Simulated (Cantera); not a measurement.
Feed: 1 mol AlCl3, 0.68 mol O2, 870 mol N2, 1.3 mol N2O, equilibrated at 0.300 bar.

Method: chemical equilibrium by Gibbs-energy minimisation in Cantera with the NASA 1993 tables (ideal gas, pure condensed phases). Candidate condensed phases: Al, AlCl3, AlN, Al2O3; 24 gas species. Condensed phases not in the tables: AlOCl. Rates play no part.

log p: log10 of the partial pressure in bar; n: condensed amount in mol.

| T (K) | log p N2 | log p Cl | log p Cl2 | log p O2 | log p NO | log p O | n Al2O3(s) |
|---|---|---|---|---|---|---|---|
| 748 | -0.52 | -7.23 | -3.29 | -3.70 | -7.83 | <-12 | 0.500 |
| 848 | -0.52 | -6.22 | -3.29 | -3.70 | -7.08 | <-12 | 0.500 |
| 948 | -0.52 | -5.41 | -3.29 | -3.70 | -6.49 | [?] | 0.500 |
| 1048 | -0.52 | -4.76 | -3.30 | -3.70 | -6.01 | [?] | 0.500 |
| 1148 | -0.52 | -4.23 | -3.31 | -3.70 | -5.61 | [?] | 0.500 |
| 1248 | -0.52 | -3.80 | -3.36 | -3.71 | -5.28 | [?] | 0.500 |
| 1348 | -0.52 | -3.46 | -3.47 | -3.71 | -5.00 | [?] | 0.500 |
| 1448 | -0.52 | -3.22 | -3.67 | -3.72 | -4.76 | [?] | 0.499 |
| 1548 | -0.52 | -3.09 | -3.98 | -3.73 | -4.55 | [?] | 0.499 |
| 1648 | -0.52 | -3.03 | -4.37 | -3.75 | -4.37 | [?] | 0.499 |
| 1748 | -0.52 | -3.00 | -4.79 | -3.77 | -4.22 | [?] | 0.500 |
| 1848 | -0.52 | -2.99 | -5.18 | -3.80 | -4.09 | [?] | 0.500 |

**Question.** Some entries are withheld; supply them.

**Answer.** 
- 948, log p O: -12.38
- 1048, log p O: -11.05
- 1148, log p O: -9.95
- 1248, log p O: -9.03
- 1348, log p O: -8.25
- 1448, log p O: -7.57
- 1548, log p O: -6.98
- 1648, log p O: -6.47
- 1748, log p O: -6.02
- 1848, log p O: -5.62
